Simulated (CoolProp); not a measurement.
Vapour-liquid equilibrium of carbon dioxide (1) + CH2F2 (R32) (2) at 11.6 bar; x and y are mole fractions of (1).

Values from CoolProp's multi-fluid Helmholtz-energy mixture model, Span 1996 and Tillner-Roth 1997; pair parameters Bell 2016.

```json
[
 {"x": "0.05", "bubble temperature (K)": "280.3", "y at the bubble point": "0.144", "dew temperature at overall composition x (K)": "___", "liquid density (mol/L)": "19.84"},
 {"x": "0.15", "bubble temperature (K)": "272.3", "y at the bubble point": "0.378", "dew temperature at overall composition x (K)": "280.1", "liquid density (mol/L)": "20.50"},
 {"x": "0.25", "bubble temperature (K)": "265.5", "y at the bubble point": "0.547", "dew temperature at overall composition x (K)": "276.9", "liquid density (mol/L)": "21.10"},
 {"x": "0.35", "bubble temperature (K)": "259.7", "y at the bubble point": "___", "dew temperature at overall composition x (K)": "273.3", "liquid density (mol/L)": "___"},
 {"x": "0.45", "bubble temperature (K)": "254.8", "y at the bubble point": "___", "dew temperature at overall composition x (K)": "269.5", "liquid density (mol/L)": "22.20"},
 {"x": "0.55", "bubble temperature (K)": "250.6", "y at the bubble point": "0.825", "dew temperature at overall composition x (K)": "265.3", "liquid density (mol/L)": "22.71"},
 {"x": "0.65", "bubble temperature (K)": "247.0", "y at the bubble point": "___", "dew temperature at overall composition x (K)": "___", "liquid density (mol/L)": "23.21"},
 {"x": "0.75", "bubble temperature (K)": "243.8", "y at the bubble point": "0.920", "dew temperature at overall composition x (K)": "255.3", "liquid density (mol/L)": "23.71"},
 {"x": "0.85", "bubble temperature (K)": "241.0", "y at the bubble point": "0.955", "dew temperature at overall composition x (K)": "249.0", "liquid density (mol/L)": "24.21"},
 {"x": "0.95", "bubble temperature (K)": "238.4", "y at the bubble point": "0.986", "dew temperature at overall composition x (K)": "241.4", "liquid density (mol/L)": "24.74"}
]
```

Problem. What belongs in the gaps?

Solution. 
- 0.05, dew temperature at overall composition x (K): 283.2
- 0.35, y at the bubble point: 0.669
- 0.35, liquid density (mol/L): 21.66
- 0.45, y at the bubble point: 0.758
- 0.65, y at the bubble point: 0.878
- 0.65, dew temperature at overall composition x (K): 260.6

No azeotrope shows between x = 0.05 and 0.95.

The pair parameters rest on a limited set of measurements; away from them the model extrapolates.
